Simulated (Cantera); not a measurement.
**Adiabatic ignition**

An adiabatic, constant-volume homogeneous reactor starts with H₂ : O₂ : N₂ = 1 : 0.333 : 1.25 (molar parts), at 1525 K and 0.987 atm.

Detailed kinetics in Cantera: GRI-Mech 3.0 (53 species, 325 reactions). Above 3000 K some thermodynamic fits are extrapolated.

| t (s) | T (K) | P (bar) | x H₂ | x O₂ | x O | x NO | x NO₂ | x OH | x HO₂ |
|---|---|---|---|---|---|---|---|---|---|
| 1.00e-6 | 1525 | 1.000 | 0.387 | 0.129 | 5.91e-8 | <1e-12 | <1e-12 | 5.22e-8 | 4.30e-7 |
| 2.74e-6 | 1525 | 1.000 | 0.387 | 0.129 | 6.06e-7 | <1e-12 | <1e-12 | 5.32e-7 | 1.26e-6 |
| 7.53e-6 | 1526 | 1.00 | 0.385 | 0.128 | 0.000114 | 2.69e-11 | <1e-12 | 0.000101 | 2.14e-5 |
| 2.07e-5 | 2257 | 1.42 | 0.129 | 0.0105 | 0.0157 | 3.12e-5 | 1.40e-9 | 0.0266 | 6.08e-6 |
| 5.67e-5 | 2903 | 1.75 | 0.143 | 0.00459 | 0.00695 | 0.000373 | 3.18e-8 | 0.0284 | 3.85e-6 |
| 0.000156 | 3015 | 1.81 | 0.145 | 0.00345 | 0.00523 | 0.00199 | 1.96e-7 | 0.0263 | 3.59e-6 |
| 0.000427 | 3009 | 1.80 | 0.147 | 0.00323 | 0.00497 | 0.00427 | 4.08e-7 | 0.0256 | 3.38e-6 |
| 0.00117 | 3007 | 1.80 | 0.147 | 0.00318 | 0.00490 | 0.00486 | 4.61e-7 | 0.0254 | 3.33e-6 |
| 0.00321 | 3007 | 1.80 | 0.147 | 0.00318 | 0.00490 | 0.00486 | 4.61e-7 | 0.0254 | 3.33e-6 |
| 0.00882 | 3007 | 1.80 | 0.147 | 0.00318 | 0.00490 | 0.00486 | 4.61e-7 | 0.0254 | 3.33e-6 |
| 0.0242 | 3007 | 1.80 | 0.147 | 0.00318 | 0.00490 | 0.00486 | 4.61e-7 | 0.0254 | 3.33e-6 |
| 0.0664 | 3007 | 1.80 | 0.147 | 0.00318 | 0.00490 | 0.00486 | 4.61e-7 | 0.0254 | 3.33e-6 |
| 0.182 | 3007 | 1.80 | 0.147 | 0.00318 | 0.00490 | 0.00486 | 4.61e-7 | 0.0254 | 3.33e-6 |
| 0.500 | 3007 | 1.80 | 0.147 | 0.00318 | 0.00490 | 0.00486 | 4.61e-7 | 0.0254 | 3.33e-6 |
x: mole fraction; the columns are a selection and need not sum to one.

The time of steepest temperature rise is 12.3 µs and the temperature at 0.500 s is 3007 K. The equilibrium temperature is 3007 K and the x(H₂) at 0.500 s is 0.147 (gas-phase equilibrium 0.147). The x(O₂) at 0.500 s is 0.00318 (gas-phase equilibrium 0.00318) and the x(O) at 0.500 s is 0.00490 (gas-phase equilibrium 0.00490).
